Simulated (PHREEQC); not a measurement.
Consider water at 25 °C with 0.28 mol/kgw KH2PO4 and 0.0057 mol/kgw Na2B4O7. Closed to the air; pH follows from the charge balance.

Equilibrium calculation in PHREEQC: ion-association model, wateq4f.dat.

Each row changes one thing in this solution. No solid was allowed to form.

| case | pH | ionic strength (mol/kgw) | HPO4-2 (mol/kgw) | KHPO4- (mol/kgw) | H3PO4 (mol/kgw) | NaHPO4- (mol/kgw) |
|---|---|---|---|---|---|---|
| as made | 5.34 | 0.300 | 0.0101 | 0.00134 | 0.000122 | 5.80e-5 |
| temperature from 25 to 15 °C | 5.37 | 0.300 | 0.0101 | 0.00136 | [?] | [?] |
| Na2B4O7 from 0.0057 to 0.00285 mol/kgw | 5.05 | 0.290 | 0.00524 | 0.000703 | 0.000245 | 1.52e-5 |
| 0.18 mol/kgw NaNO3 added | 5.26 | 0.479 | 0.00967 | 0.00107 | 0.000135 | 0.000802 |
| Na2B4O7 from 0.0057 to 0.00057 mol/kgw | 4.56 | 0.283 | 0.00171 | 0.000232 | 0.000768 | 1.00e-6 |

### Question
Some entries are withheld; supply them.

### Answer

- temperature from 25 to 15 °C, H3PO4 (mol/kgw): 0.000102
- temperature from 25 to 15 °C, NaHPO4- (mol/kgw): 5.89e-5

H3PO4, which wateq4f.dat lacks, is added to it with the constant of phreeqc.dat.
